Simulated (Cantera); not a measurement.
A perfectly stirred reactor is fed with 14.9 % H₂, 11.5 % O₂, 73.6 % N₂, equivalence ratio 0.65, at 0.133 bar; it is held at 850 K, and followed from long to short residence time.

Computed with Cantera and the H2/O2 subset of GRI-Mech 3.0, which has no nitrogen chemistry. Radical loss at walls, strong at low pressure, is not modelled. Below about 950 K walls govern HO2 and H2O2 in real vessels. The temperature is held fixed by assumption; the heat of reaction is taken as removed at once.

x: mole fraction; the columns are a selection and need not sum to one.

```tsv
τ (s)	x H₂	x O₂	x O	x HO₂	x OH	x H₂O	x H
4.6	0.0108	0.0486	[?]	1.35e-5	2.10e-6	0.150	6.22e-6
1.6	0.0119	0.0492	[?]	1.39e-5	5.44e-6	0.149	1.76e-5
0.56	0.0146	0.0504	[?]	1.46e-5	1.24e-5	0.146	4.86e-5
0.19	0.0196	0.0529	[?]	1.54e-5	2.62e-5	0.140	0.000134
0.068	0.0273	0.0566	[?]	1.64e-5	4.94e-5	0.132	0.000340
0.024	0.0390	0.0622	[?]	1.74e-5	8.83e-5	0.119	0.000827
0.0083	0.0561	0.0705	[?]	1.83e-5	0.000148	0.0995	0.00190
0.0029	0.0793	0.0819	[?]	1.87e-5	0.000220	0.0733	0.00378
0.0010	0.110	0.0970	[?]	1.80e-5	0.000243	0.0388	0.00542
```

Problem. Complete the blanks.

Solution. 
- 4.6, x O: 3.17e-6
- 1.6, x O: 8.18e-6
- 0.56, x O: 1.89e-5
- 0.19, x O: 4.08e-5
- 0.068, x O: 7.89e-5
- 0.024, x O: 0.000146
- 0.0083, x O: 0.000259
- 0.0029, x O: 0.000421
- 0.0010, x O: 0.000537
